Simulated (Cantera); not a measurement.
An isothermal, constant-pressure homogeneous reactor starts with H₂ : O₂ = 0.017 : 1 (molar parts), at 998 K and 10.00 Torr.

Computed with Cantera and the H2/O2 subset of GRI-Mech 3.0, which has no nitrogen chemistry. Radical loss at walls, strong at low pressure, is not modelled.

x: mole fraction; the columns are a selection and need not sum to one.

```tsv
t (s)	x H₂	x O₂	x OH	x H₂O	x H₂O₂
0.000300	0.0167	0.983	2.40e-11	9.80e-12	<1e-12
0.000705	0.0167	0.983	8.62e-11	8.38e-11	<1e-12
0.00166	0.0167	0.983	4.63e-10	8.61e-10	<1e-12
0.00389	0.0167	0.983	1.16e-8	2.81e-8	<1e-12
0.00915	0.0167	0.983	1.80e-5	4.49e-5	1.33e-10
0.0215	0.000478	0.974	0.000861	0.0149	7.41e-8
0.0505	7.42e-5	0.978	0.000392	0.0163	3.22e-8
0.119	2.46e-5	0.981	0.000223	0.0167	2.96e-8
0.279	6.00e-6	0.983	0.000111	0.0168	2.54e-8
0.656	1.21e-6	0.983	5.17e-5	0.0168	1.85e-8
1.54	2.40e-7	0.983	2.40e-5	0.0168	1.08e-8
3.62	5.19e-8	0.983	1.16e-5	0.0169	5.23e-9
8.51	___	0.983	___	0.0169	___
20.0	___	0.983	___	0.0169	9.20e-10
```

**Question.** Some entries are withheld; supply them.

**Answer.** 
- 8.51, x H₂: 1.30e-8
- 8.51, x OH: 6.02e-6
- 8.51, x H₂O₂: 2.25e-9
- 20.0, x H₂: 3.78e-9
- 20.0, x OH: 3.33e-6
